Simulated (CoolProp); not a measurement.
The fluid at 243.4 K and 0.153 MPa flows at 0.11 m/s in a round tube of 4.6 mm bore and 1.5 µm roughness, fully developed (64/Re and Nu = 3.66 if laminar; Colebrook and Gnielinski if turbulent). The same conditions are run with several fluids, on thermodynamics alone (safety and materials aside).

Model: reference Helmholtz-energy equation of state of each fluid (ethanol: Schroeder 2014; R11: Jacobsen 1992; toluene: Lemmon 2006; R236FA: Pan 2012; R134a: Tillner-Roth 1994), in CoolProp.

```
fluid    Reynolds number  Darcy friction factor  pressure drop (Pa/m)  heat-transfer coefficient (W/(m² K))  mass flow (kg/h)
-------  ---------------  ---------------------  --------------------  ------------------------------------  ----------------
ethanol              112                  0.571                   625                                   141              5.47
R11                  985                 0.0650                   137                                  82.2              10.5
toluene              360                  0.178                   214                                   115              6.01
R236FA              1240                 0.0514                   104                                  71.6              10.1
R134a               1760                 0.0364                  66.5                                  84.1              9.13
```

Transport values come from each fluid's own correlations; those of R11, R236FA, R134a are estimates that may be off by 10 % or more.
